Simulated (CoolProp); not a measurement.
Vapour pressure (kPa) of CH2F2 (R32): the reference equation beside estimates from Tc = 78.1 °C, pc = 5783 kPa, ω = 0.277. Clausius-Clapeyron is anchored at -84.75 °C with a constant enthalpy of vaporisation of 21.60 kJ/mol.

The numbers come from the reference Helmholtz-energy equation of state, Tillner-Roth 1997 in CoolProp.

```json
[
 {"T (°C)": "-107.75", "reference": "1.826", "Clausius-Clapeyron": "1.948", "Redlich-Kwong": "5.460", "Peng-Robinson": "1.753"},
 {"T (°C)": "-96.25", "reference": "5.301", "Clausius-Clapeyron": "5.407", "Redlich-Kwong": "14.43", "Peng-Robinson": "5.121"},
 {"T (°C)": "-84.75", "reference": "13.25", "Clausius-Clapeyron": "13.25", "Redlich-Kwong": "32.85", "Peng-Robinson": "12.89"},
 {"T (°C)": "-73.25", "reference": "29.36", "Clausius-Clapeyron": "29.30", "Redlich-Kwong": "66.45", "Peng-Robinson": "28.72"},
 {"T (°C)": "-61.75", "reference": "58.87", "Clausius-Clapeyron": "59.43", "Redlich-Kwong": "122.3", "Peng-Robinson": "57.91"},
 {"T (°C)": "-50.25", "reference": "108.8", "Clausius-Clapeyron": "112.0", "Redlich-Kwong": "208.3", "Peng-Robinson": "107.5"},
 {"T (°C)": "-38.75", "reference": "187.7", "Clausius-Clapeyron": "198.5", "Redlich-Kwong": "333.3", "Peng-Robinson": "186.3"},
 {"T (°C)": "-27.25", "reference": "305.9", "Clausius-Clapeyron": "333.3", "Redlich-Kwong": "506.0", "Peng-Robinson": "304.8"},
 {"T (°C)": "-15.75", "reference": "475.0", "Clausius-Clapeyron": "534.4", "Redlich-Kwong": "735.6", "Peng-Robinson": "474.8"},
 {"T (°C)": "-4.25", "reference": "708.0", "Clausius-Clapeyron": "822.9", "Redlich-Kwong": "1031", "Peng-Robinson": "709.8"},
 {"T (°C)": "7.25", "reference": "1019", "Clausius-Clapeyron": "1223", "Redlich-Kwong": "1401", "Peng-Robinson": "1024"}
]
```

Absolute difference from the reference over all 11 rows, mean and median: Clausius-Clapeyron 6.9 and 5.8 %, Redlich-Kwong 102.3 and 91.5 %, Peng-Robinson 1.5 and 1.2 %.
